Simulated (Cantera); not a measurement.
Charge: 1 mol Si, 5.5 mol Br2, equilibrated at 1375 K and 0.100 bar.

Cantera equilibrium calculation (NASA polynomials, part measured and part estimated; ideal gas, pure solids and liquids). Candidate condensed phases: Br2, Si; 9 gas species. The tables' values for SiBr3 are old estimates; treat these amounts as uncertain. The numbers say what is thermodynamically allowed, not how fast it happens.

Base state: Br2 0.492, Br 0.322, SiBr4 0.186, SiBr3 9.60e-5 (mole fractions); condensed: gas only.

Problem. What changes in the equilibrium state with this change: pressure from 0.100 bar to 0.700 bar?

Solution. 
| species | before | after |
|---|---|---|
| Br2 | 0.492 | 0.653 |
| SiBr4 | 0.186 | 0.207 |
| Br | 0.322 | 0.140 |
| SiBr3 | 9.60e-5 | 3.49e-5 |
